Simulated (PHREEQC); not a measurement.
1 kg of water holding 110 mmol/kgw CaCl2 and 110 mmol/kgw NaCl is evaporated at 30 °C; the solids stay in contact with the brine. The system is closed to CO2. Only these solids could form: Halite, Portlandite.

The series has 21 steps of water left (kg), from 1 to 0.01979.

Equilibrium calculation in PHREEQC: Pitzer model, pitzer.dat.

Which solids form, in which order, and at which step of the series does each first stand?

Halite from water left = 0.04335 kg.

Species that the database lacks are ignored.
